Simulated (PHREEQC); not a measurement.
Dissolve 0.53 mmol/kgw CuCl2, 0.091 mmol/kgw HNO3 and 0.053 mmol/kgw H3BO3 at 68 °C. Closed to the air; pH follows from the charge balance.

All values are PHREEQC results (ion-association model, wateq4f.dat), not measurements.

Precipitation was switched off in this run.

Question: Predict the pH.

Answer: pH 4.06.

Question: In which forms is Cu present?

Answer: Cu+2 99 %, CuCl+ 1.4 % of the Cu.

Complexes and solids missing from the database can't appear. Constants without temperature data keep their 25 °C values here.
